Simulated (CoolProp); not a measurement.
Nitrogen at 298.15 K and 4.48 MPa flows at 0.18 m/s in a round tube of 12.7 mm bore and 0.25 µm roughness, fully developed (64/Re and Nu = 3.66 if laminar; Colebrook and Gnielinski if turbulent). Each further row changes one setting.

The numbers come from the reference Helmholtz-energy equation of state, Span 2000 in CoolProp.

```csv
case,Reynolds number,Darcy friction factor,pressure drop (Pa/m),heat-transfer coefficient (W/(m² K)),mass flow (kg/h)
as stated,6270,(withheld),2.28,(withheld),4.17
velocity 0.36 m/s,12500,0.0291,7.56,79.3,8.35
diameter 25.4 mm,12500,0.0291,(withheld),(withheld),(withheld)
```

Fill in the missing entries.


- as stated, Darcy friction factor: 0.0351
- as stated, heat-transfer coefficient (W/(m² K)): 44.3
- diameter 25.4 mm, pressure drop (Pa/m): 0.944
- diameter 25.4 mm, heat-transfer coefficient (W/(m² K)): 39.6
- diameter 25.4 mm, mass flow (kg/h): 16.7

Viscosity comes from a separate model (Lemmon 2004). Thermal conductivity comes from a separate model (Lemmon 2004).
